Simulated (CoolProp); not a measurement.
Vapour-liquid equilibrium of n-hexane (1) + cyclohexane (2) at 456.5 K; x and y are mole fractions of (1).

Values from CoolProp's multi-fluid Helmholtz-energy mixture model, Thol 2019 and Zhou 2014; pair parameters Bell 2016.

```tsv
x	bubble pressure, mixture model (MPa)	bubble pressure, Raoult's law (MPa)	y, mixture model	y, Raoult's law
0.05	1.045	1.041	0.064	0.066
0.125	1.075	1.068	0.156	0.161
0.2	1.104	1.094	0.242	0.252
0.275	1.133	1.121	0.324	0.338
0.35	1.160	1.147	0.403	0.420
0.425	1.187	1.174	0.478	0.499
0.5	1.213	1.200	0.551	0.574
0.575	1.238	1.227	0.622	0.645
0.65	1.263	1.254	0.692	0.714
0.725	1.288	1.280	0.760	0.780
0.8	1.313	1.307	0.827	0.843
0.875	1.337	1.333	0.892	0.904
0.95	1.361	1.360	0.957	0.962
```

The largest gap from Raoult's law is +1.1 % in bubble pressure, at x = 0.35. No azeotrope shows between x = 0.05 and 0.95.

Pair parameters are fitted to limited data, so mixtures are less certain than the pure fluids.
